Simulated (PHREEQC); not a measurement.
A solution holds 1.2 mmol/kgw CuSO4, 33 mmol/kgw HNO3 and 2.6 mmol/kgw KCl, at 25 °C. Closed to the air; pH follows from the charge balance.

The numbers come from PHREEQC with the ion-association model, wateq4f.dat.

```json
{
 "pH": "1.55",
 "ionic_strength": "0.0388 mol/kgw",
 "total_alkalinity": "-33.0 meq/kg"
}
```

```json
[
 {"species": "NO3-", "molality": "0.0330", "activity": "0.0272", "log γ": "-0.084"},
 {"species": "H+", "molality": "0.0323", "activity": "0.0279", "log γ": "-0.064"},
 {"species": "Cl-", "molality": "0.00260", "activity": "0.00215", "log γ": "-0.081"},
 {"species": "K+", "molality": "0.00260", "activity": "0.00215", "log γ": "-0.081"},
 {"species": "Cu+2", "molality": "0.00117", "activity": "0.000600", "log γ": "-0.290"},
 {"species": "HSO4-", "molality": "0.000720", "activity": "0.000602", "log γ": "-0.078"},
 {"species": "SO4-2", "molality": "0.000449", "activity": "0.000222", "log γ": "-0.305"}
]
```

No solid was allowed to form.
